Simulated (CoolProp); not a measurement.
Vapour pressure (MPa) of R245ca: the reference equation beside estimates from Tc = 447.6 K, pc = 3.941 MPa, ω = 0.355. Clausius-Clapeyron is anchored at 258.5 K with a constant enthalpy of vaporisation of 30.35 kJ/mol.

The numbers come from the reference Helmholtz-energy equation of state, Zhou 2016 in CoolProp.

| T (K) | reference | Clausius-Clapeyron | Soave-Redlich-Kwong |
|---|---|---|---|
| 212.3 | 0.0006063 | 0.0007428 | 0.0006676 |
| 227.7 | 0.002179 | 0.002376 | 0.002291 |
| 243.1 | 0.006404 | 0.006560 | 0.006550 |
| 258.5 | 0.01605 | 0.01605 | 0.01616 |
| 273.9 | 0.03537 | 0.03549 | 0.03536 |
| 289.3 | 0.07030 | 0.07215 | 0.07010 |
| 304.7 | 0.1284 | 0.1365 | 0.1281 |
| 320.1 | 0.2187 | 0.2429 | 0.2188 |
| 335.5 | 0.3515 | 0.4100 | 0.3531 |
| 350.9 | 0.5386 | 0.6609 | 0.5433 |
| 366.3 | 0.7926 | 1.023 | 0.8029 |
| 381.7 | 1.128 | 1.530 | 1.146 |
| 397.1 | 1.560 | 2.217 | 1.589 |
| 412.5 | 2.108 | 3.124 | 2.147 |

Absolute difference from the reference over all 14 rows, mean and median: Clausius-Clapeyron 17.8 and 13.9 %, Soave-Redlich-Kwong 1.9 and 1.1 %.
